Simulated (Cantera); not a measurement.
**Ignition delay**

Mixture: CH3OH : O2 : N2 : H2O : CO2 = 1 : 3.57 : 13.4 : 3.7 : 0.84 (molar parts), at 21000 Torr, adiabatic and at constant pressure. Ignition delay is the time to a rise of 400 K.

Model: GRI-Mech 3.0 (53 species, 325 reactions), integrated in Cantera. GRI-Mech 3.0 was tuned for natural gas; its chemistry of methanol as a main component is partial and can be far from experiment. The pressure lies above the range GRI-Mech 3.0 was tuned for (to about 10 atm).

| T0 (K) | delay (ms) |
|---|---|
| 1098 | 5.35 |
| 1173 | 1.27 |
| 1248 | 0.354 |
| 1323 | 0.116 |
| 1398 | 0.0443 |
| 1473 | 0.0193 |

```
Quantity                                                 Value
--------------------------------------------------  ----------
apparent activation energy between 1323 and 1473 K  190 kJ/mol
```
